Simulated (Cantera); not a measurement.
Thermodynamics of roasting and sulfation, feed FeS2 + H2S + CO2

A closed system holds: 1 mol FeS2, a varied amount of H2S, 2 mol CO2, equilibrated at 502 °C and 22000 Pa.

Method: chemical equilibrium by Gibbs-energy minimisation in Cantera with the NASA 1993 tables (ideal gas, pure condensed phases). Candidate condensed phases: C, C6H6, C7H8, C8H18, Fe, Fe(CO)5, FeO, Fe(OH)2, Fe(OH)3, FeS, FeSO4, FeS2, Fe2O3, Fe2(SO4)3, Fe3O4, H2O, H2SO4, S; 127 gas species. Gases not in the tables: S3 to S7. Kinetics and transport are ignored.

From 0.17 mol H2S to 3.1 mol H2S the condensed part is FeS2(s).

```json
[
 {"n(H2S) (mol)": "0.17", "x CO2": "0.897", "x H2S": "0.0561", "x H2O": "0.0213", "x COS": "0.0155", "x CO": "0.00572", "n FeS2(s)": "1.00"},
 {"n(H2S) (mol)": "0.21", "x CO2": "0.878", "x H2S": "0.0703", "x H2O": "0.0235", "x COS": "0.0173", "x CO": "0.00612", "n FeS2(s)": "1.00"},
 {"n(H2S) (mol)": "0.27", "x CO2": "0.852", "x H2S": "0.0912", "x H2O": "0.0262", "x COS": "0.0195", "x CO": "0.00659", "n FeS2(s)": "1.00"},
 {"n(H2S) (mol)": "0.34", "x CO2": "0.823", "x H2S": "0.115", "x H2O": "0.0288", "x COS": "0.0215", "x CO": "0.00700", "n FeS2(s)": "1.00"},
 {"n(H2S) (mol)": "0.44", "x CO2": "0.785", "x H2S": "0.146", "x H2O": "0.0316", "x COS": "0.0239", "x CO": "0.00744", "n FeS2(s)": "1.00"},
 {"n(H2S) (mol)": "0.56", "x CO2": "0.743", "x H2S": "0.182", "x H2O": "0.0342", "x COS": "0.0260", "x CO": "0.00781", "n FeS2(s)": "1.00"},
 {"n(H2S) (mol)": "0.72", "x CO2": "0.695", "x H2S": "0.225", "x H2O": "0.0367", "x COS": "0.0280", "x CO": "0.00813", "n FeS2(s)": "1.00"},
 {"n(H2S) (mol)": "0.91", "x CO2": "0.645", "x H2S": "0.270", "x H2O": "0.0386", "x COS": "0.0296", "x CO": "0.00837", "n FeS2(s)": "1.00"},
 {"n(H2S) (mol)": "1.2", "x CO2": "0.581", "x H2S": "0.329", "x H2O": "0.0405", "x COS": "0.0311", "x CO": "0.00854", "n FeS2(s)": "1.00"},
 {"n(H2S) (mol)": "1.5", "x CO2": "0.527", "x H2S": "0.381", "x H2O": "0.0414", "x COS": "0.0319", "x CO": "0.00859", "n FeS2(s)": "1.00"},
 {"n(H2S) (mol)": "1.9", "x CO2": "0.468", "x H2S": "0.438", "x H2O": "0.0419", "x COS": "0.0323", "x CO": "0.00854", "n FeS2(s)": "1.00"},
 {"n(H2S) (mol)": "2.4", "x CO2": "0.411", "x H2S": "0.496", "x H2O": "0.0417", "x COS": "0.0321", "x CO": "0.00840", "n FeS2(s)": "1.00"},
 {"n(H2S) (mol)": "3.1", "x CO2": "0.349", "x H2S": "0.558", "x H2O": "0.0409", "x COS": "0.0314", "x CO": "0.00813", "n FeS2(s)": "1.00"}
]
```
x: gas mole fraction; n: condensed amount in mol.
